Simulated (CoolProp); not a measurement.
Properties of sulfur dioxide along the isobar 4700 kPa (Tc = 430.6 K, pc = 7887 kPa, ω = 0.256).

Model: reference Helmholtz-energy equation of state, Gao 2016, in CoolProp.

| T (K) | phase | density (kg/m³) | cv (kJ/(kg K)) | speed of sound (m/s) | Joule-Thomson coefficient (K/MPa) | expansivity (1/kK) |
|---|---|---|---|---|---|---|
| 340.6 | liquid | 1249 | 0.8012 | 715.4 | -0.05412 | 2.645 |
| 358.7 | liquid | 1186 | 0.8020 | 627.1 | 0.07711 | 3.181 |
| 376.8 | liquid | 1111 | 0.8084 | 529.0 | 0.3002 | 4.139 |
| 394.9 | liquid | 1013 | 0.8288 | 412.0 | 0.7672 | 6.450 |
| 413 | gas | 127.5 | 0.7357 | 208.2 | 14.30 | 8.777 |
| 431.2 | gas | 111.8 | 0.6891 | 223.5 | 12.51 | 6.088 |
| 449.3 | gas | 101.4 | 0.6641 | 235.6 | 11.11 | 4.821 |
| 467.4 | gas | 93.58 | 0.6504 | 245.8 | 9.956 | 4.062 |
| 485.5 | gas | 87.37 | 0.6435 | 254.8 | 8.991 | 3.550 |
